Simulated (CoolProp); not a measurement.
Nitrogen at 354.09 K and 0.179 MPa is compressed adiabatically to 1.4 MPa with isentropic efficiency 0.8. Each further row changes one setting.

Model: reference Helmholtz-energy equation of state, Span 2000, in CoolProp.

```
case             work (kJ/kg)  final temperature (K)  final density (kg/m³)
---------------  ------------  ---------------------  ---------------------
as stated                 368                  699.2                   6.71
efficiency 1              ___                    ___                    ___
efficiency 0.65           452                  775.6                   6.05
```

Task: What belongs in the gaps?

Result: 
- efficiency 1, work (kJ/kg): 294
- efficiency 1, final temperature (K): 631.9
- efficiency 1, final density (kg/m³): 7.42
